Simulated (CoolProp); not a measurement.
Saturated liquid density (kg/m³) of methanol: the reference equation beside estimates from Tc = 240.2 °C, pc = 8.216 MPa, ω = 0.565. Rackett uses Z = 0.29056 − 0.08775 ω.

Model: reference Helmholtz-energy equation of state, de Reuck 1993, in CoolProp.

```csv
T (°C),reference,Rackett,Soave-Redlich-Kwong,Peng-Robinson
89.65,722.4,697.3,552.4,624.3
99.85,711.1,683.6,542.0,612.9
109.95,699.5,669.5,530.9,600.8
120.15,687.1,654.9,518.9,587.7
130.25,674.1,639.8,506.3,573.6
140.35,660.3,624.1,492.6,558.4
150.55,645.4,607.4,477.7,541.8
160.65,629.3,590.1,461.7,523.7
170.85,611.7,571.4,444.1,503.7
180.95,592.4,551.6,424.8,481.8
191.15,570.6,529.8,403.3,456.9
201.25,545.9,505.8,379.1,428.9
211.45,516.3,478.0,351.0,396.1
221.55,478.1,444.5,317.4,356.6
231.65,421.7,398.2,273.0,304.0
```

Absolute difference from the reference over all 15 rows, mean and median: Rackett 5.8 and 5.9 %, Soave-Redlich-Kwong 27.7 and 26.6 %, Peng-Robinson 18.2 and 16.8 %.
